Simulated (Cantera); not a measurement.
What does this Cantera script print?

```python
import numpy as np
import cantera as ct

gas_names = """
    C CO CO2 C2 C2O C3 C3O2 C4 C5 O O2 O3 Ti TiO TiO2
""".split()
cond_names = """
    C(gr) Ti(a) Ti(b) Ti(L) TiC(s) TiC(L) TiO(a) TiO(b) TiO(L) TiO2(ru) TiO2(L) Ti2O3(a) Ti2O3(b)
    Ti2O3(L) Ti3O5(a) Ti3O5(b) Ti3O5(L) Ti4O7(s) Ti4O7(L)
""".split()


# ... load() reads the species with a 1 bar reference pressure and builds the phases ...
atoms = {
    'TiO2': {'Ti': 1, 'O': 2},
    'C': {'C': 1},
    'CO': {'C': 1, 'O': 1},
}
top_T = {'C(gr)': 4500}  # K; cautious upper limits of use, not melting points


# ... equilibrate(T, P, feed) seeds the gas with the atoms and calls Mixture.equilibrate('TP', solver="vcs", rtol=1e-11, max_steps=5000) ...
results = []
feed = {'TiO2': 1, 'C': 1, 'CO': 0.61}  # mol
P = 570000  # Pa
for T in [1025, 1100, 1175, 1250, 1325, 1400, 1475, 1550, 1625, 1700, 1775, 1850]:
    mix = equilibrate(T, P, feed)
    results.append((T, P, feed, dict(zip(mix.species_names, mix.species_moles))))

top = {s: max(r[3][s] / sum(r[3][g] for g in gas_names) for r in results) for s in gas_names}
cols = sorted((s for s in top if top[s] > 0.001), key=lambda s: -top[s])[:8]
seen = [c for c in cond_names if any(r[3].get(c, 0) > 1e-12 for r in results)]
print("log10 of partial pressures in bar; condensed amounts in mol")
print(f"{'T/K':>10s}" + "".join(f"{s[:9]:>10s}" for s in cols + seen))
for T, P, feed, n in results:
    ng = sum(n[g] for g in gas_names)
    print(f"{T:10.4g}" + "".join(f"{np.log10(max(n[s] / ng * P / 1e5, 1e-99)):10.3f}" for s in cols)
          + "".join(f"{n.get(c, 0):10.4g}" for c in seen))
```

Result:

```
log10 of partial pressures in bar; condensed amounts in mol
       T/K        CO       CO2     C(gr)    TiC(s)  TiO2(ru)  Ti3O5(b)  Ti4O7(s)
      1025     0.458     0.452     1.202         0         1         0         0
      1100     0.620     0.185     1.129         0         1         0         0
      1175     0.701    -0.166     1.065         0         1         0         0
      1250     0.734    -0.549     1.029         0         1         0         0
      1325     0.747    -0.920     1.013         0         1         0         0
      1400     0.752    -1.262     1.006         0         1         0         0
      1475     0.754    -1.573     0.754         0         0         0      0.25
      1550     0.755    -1.854    0.7521         0         0         0      0.25
      1625     0.755    -2.108     0.668         0         0    0.3333         0
      1700     0.756    -2.339    0.6674         0         0    0.3333         0
      1775     0.756    -2.536         0    0.2503         0    0.2499         0
      1850     0.756    -2.542         0    0.2503         0    0.2499         0
```

Equilibrium computed with Cantera from the NASA thermochemical tables; the gas is ideal and each condensed phase is pure. Mutual solubility and eutectic melting of coexisting phases are not modelled. TiC: taken at fixed stoichiometry. Condensed phases not in the tables: Magnéli phases beyond Ti4O7.
